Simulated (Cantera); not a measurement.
An adiabatic, constant-volume homogeneous reactor starts with CH3OH : O2 : N2 = 1 : 1.25 : 4.7 (molar parts), equivalence ratio 1.2, at 1323 K and 10.0 bar. Integrator tolerance rtol = 1e-08.

Detailed kinetics in Cantera: GRI-Mech 3.0 (53 species, 325 reactions). GRI-Mech 3.0 was tuned for natural gas; its chemistry of methanol as a main component is partial and can be far from experiment. Above 3000 K some thermodynamic fits are extrapolated.

Q: What does this change do: O2 1.25 to 0.56 parts?

A: 
```csv
quantity,before,after
time of steepest temperature rise,0.214 ms,0.213 ms
temperature at 0.100 s,3049 K,2190 K
equilibrium temperature,3049 K,2190 K
x(CH3OH) at 0.100 s,<1e-12 (gas-phase equilibrium <1e-12),2.54e-11 (gas-phase equilibrium 2.60e-11)
x(O2) at 0.100 s,0.00632 (gas-phase equilibrium 0.00632),5.03e-8 (gas-phase equilibrium 5.03e-8)
x(H2O) at 0.100 s,0.215 (gas-phase equilibrium 0.215),0.126 (gas-phase equilibrium 0.126)
x(C2H) at 0.100 s,<1e-12 (gas-phase equilibrium <1e-12),<1e-12 (gas-phase equilibrium <1e-12)
x(C2H6) at 0.100 s,<1e-12 (gas-phase equilibrium <1e-12),<1e-12 (gas-phase equilibrium <1e-12)
x(N2O) at 0.100 s,1.92e-6 (gas-phase equilibrium 1.92e-6),1.16e-9 (gas-phase equilibrium 1.18e-9)
```

Q: What does this change do: CH3OH 1 to 2.2 parts?

A: 
```json
[
 {"quantity": "time of steepest temperature rise", "before": "0.214 ms", "after": "0.178 ms"},
 {"quantity": "temperature at 0.100 s", "before": "3049 K", "after": "2556 K"},
 {"quantity": "equilibrium temperature", "before": "3049 K", "after": "2556 K"},
 {"quantity": "x(CH3OH) at 0.100 s", "before": "<1e-12 (gas-phase equilibrium <1e-12)", "after": "6.52e-11 (gas-phase equilibrium 6.70e-11)"},
 {"quantity": "x(O2) at 0.100 s", "before": "0.00632 (gas-phase equilibrium 0.00632)", "after": "2.28e-6 (gas-phase equilibrium 2.28e-6)"},
 {"quantity": "x(H2O) at 0.100 s", "before": "0.215 (gas-phase equilibrium 0.215)", "after": "0.194 (gas-phase equilibrium 0.194)"},
 {"quantity": "x(C2H) at 0.100 s", "before": "<1e-12 (gas-phase equilibrium <1e-12)", "after": "<1e-12 (gas-phase equilibrium <1e-12)"},
 {"quantity": "x(C2H6) at 0.100 s", "before": "<1e-12 (gas-phase equilibrium <1e-12)", "after": "<1e-12 (gas-phase equilibrium <1e-12)"},
 {"quantity": "x(N2O) at 0.100 s", "before": "1.92e-6 (gas-phase equilibrium 1.92e-6)", "after": "1.27e-8 (gas-phase equilibrium 1.27e-8)"}
]
```
